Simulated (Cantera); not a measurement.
An isothermal, constant-pressure homogeneous reactor starts with NO : N₂ = 1 : 2.5 (molar parts), at 1573 K and 150000 Pa. Integrator tolerance rtol = 1e-08.

Computed with Cantera and GRI-Mech 3.0 (53 species, 325 reactions).

```
quantity                                            before                                     after
----------------  ----------------------------------------  ----------------------------------------
x(NO) at 80.0 s      0.108 (gas-phase equilibrium 0.00148)     0.116 (gas-phase equilibrium 0.00160)
x(N₂O) at 80.0 s   4.32e-6 (gas-phase equilibrium 1.14e-7)   4.92e-6 (gas-phase equilibrium 1.21e-7)
x(O) at 80.0 s     2.57e-6 (gas-phase equilibrium 3.24e-6)   2.91e-6 (gas-phase equilibrium 3.55e-6)
x(NO₂) at 80.0 s  0.000373 (gas-phase equilibrium 6.45e-6)  0.000452 (gas-phase equilibrium 7.65e-6)
x(O₂) at 80.0 s       0.0884 (gas-phase equilibrium 0.142)       0.114 (gas-phase equilibrium 0.172)
x(N₂) at 80.0 s        0.803 (gas-phase equilibrium 0.856)       0.770 (gas-phase equilibrium 0.827)
```

### Question
Name the change that produced these shifts.
(A) N2 2.5 to 1.9 parts
(B) N2 2.5 to 7 parts
(C) temperature 1573 to 1673 K
(D) temperature 1573 to 1425 K

### Answer
A, N2 2.5 to 1.9 parts
